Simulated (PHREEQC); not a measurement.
1 kg of water holding 0.12 mol/kgw NaCl and 0.36 mol/kgw CaCl2 is evaporated at 40 °C; the solids stay in contact with the brine. The system is closed to CO2. The run lets Halite, Portlandite precipitate or redissolve, and no other solid.

Computed with PHREEQC (Pitzer model, pitzer.dat).

```
water left (kg)  ionic strength  water activity  Halite (mol)  Ca in solution (mol/kgw)  Cl in solution (mol/kgw)  Na in solution (mol/kgw)
---------------  --------------  --------------  ------------  ------------------------  ------------------------  ------------------------
1                          1.20           0.979             0                     0.360                     0.840                     0.120
0.8219                     1.46           0.974             0                     0.438                      1.02                     0.146
0.6755                     1.78           0.967             0                     0.533                      1.24                     0.178
0.5552                     2.16           0.959             0                     0.648                      1.51                     0.216
0.4563                     2.63           0.949             0                     0.789                      1.84                     0.263
0.375                      3.20           0.935             0                     0.960                      2.24                     0.320
0.3082                     3.89           0.916             0                      1.17                      2.73                (withheld)
0.2533                     4.74           0.892             0                      1.42                      3.32                (withheld)
0.2082                     5.76      (withheld)             0                      1.73                      4.03                (withheld)
0.1711                     7.01           0.816             0                      2.10                      4.91                (withheld)
0.1407                     8.53           0.759             0                      2.56                      5.97                     0.853
0.1156                     10.4           0.684             0                      3.11                      7.27                (withheld)
0.09502                    12.4      (withheld)        0.0175                      3.79                      8.66                      1.08
0.07809                    14.4           0.527        0.0739                      4.61                      9.81                (withheld)
0.06418                    17.1           0.424         0.102                      5.61                      11.5                     0.273
```

Task: What belongs in the gaps?

Result: 
- 0.3082, Na in solution (mol/kgw): 0.389
- 0.2533, Na in solution (mol/kgw): 0.474
- 0.2082, water activity: 0.859
- 0.2082, Na in solution (mol/kgw): 0.576
- 0.1711, Na in solution (mol/kgw): 0.701
- 0.1156, Na in solution (mol/kgw): 1.04
- 0.09502, water activity: 0.601
- 0.07809, Na in solution (mol/kgw): 0.591

Species that the database lacks are ignored. At this temperature some constants are extrapolated from 25 °C, and those without enthalpy data are left unchanged.
